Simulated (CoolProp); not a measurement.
Model: reference Helmholtz-energy equation of state, Thol 2012, in CoolProp.

**Question.** For benzene, give the phase and the Z, cv (kJ/(kg K)), speed of sound (m/s), conductivity (mW/(m K)) at 221.75 °C and 7.1 MPa; 327.65 °C and 7.1 MPa.

**Answer.** 
- 221.75 °C and 7.1 MPa: liquid; Z 0.208, cv 1.78, speed of sound 561, conductivity 88.7
- 327.65 °C and 7.1 MPa: supercritical; Z 0.401, cv 2.12, speed of sound 144, conductivity 66.8

Thermal conductivity comes from a separate model (Assael 2012).
